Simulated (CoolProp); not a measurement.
The fluid at 293.15 K and 0.101 MPa is throttled through a valve to 0.0455 MPa with no heat exchange. The same conditions are run with several fluids, on thermodynamics alone (safety and materials aside).

The numbers come from the reference Helmholtz-energy equation of state of each fluid (R245fa: Akasaka 2015; CF4 (R14): Platzer 1990; R1132(E): Akasaka 2024; R115: Lemmon 2016; hydrogen chloride: Thol 2018) in CoolProp. The equations of Platzer and Polt are older, rougher fits.

```csv
fluid,temperature change (K),final density (kg/m³)
R245fa,(withheld),2.56
CF4 (R14),-0.3,(withheld)
R1132(E),-0.9,(withheld)
R115,(withheld),(withheld)
hydrogen chloride,-0.9,(withheld)
```

### Question
Complete the blanks.

### Answer

- R245fa, temperature change (K): -1.8
- CF4 (R14), final density (kg/m³): 1.65
- R1132(E), final density (kg/m³): 1.21
- R115, temperature change (K): -0.8
- R115, final density (kg/m³): 2.92
- hydrogen chloride, final density (kg/m³): 0.685
